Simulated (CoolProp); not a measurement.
Saturation properties of R1234yf.

Values from CoolProp's reference Helmholtz-energy equation of state, Lemmon 2022.

| T (°C) | p (kPa) | liquid density (kg/m³) | liquid viscosity (µPa s) |
|---|---|---|---|
| -50.45 | 36.34 | 1320 | … |
| -44.45 | 49.82 | 1304 | 359 |
| -38.35 | 67.36 | 1288 | 328 |
| -32.25 | 89.47 | 1271 | 302 |
| -26.25 | 116.4 | 1254 | … |
| -20.15 | 149.9 | 1237 | 256 |
| -14.05 | 190.5 | 1219 | 237 |
| -8.05 | 238.2 | 1201 | 219 |
| -1.95 | 295.5 | 1182 | 203 |
| 4.15 | 362.8 | … | 188 |
| 10.15 | 439.7 | 1143 | 174 |
| 16.25 | 529.9 | 1123 | … |

Problem. Fill in the missing entries.

Solution. 
- -50.45, liquid viscosity (µPa s): 392
- -26.25, liquid viscosity (µPa s): 278
- 4.15, liquid density (kg/m³): 1163
- 16.25, liquid viscosity (µPa s): 162

It boils at -29.5 °C under 1 atm.

Viscosity comes from a separate model (Bell 2016), an estimate that may be off by 10 % or more.
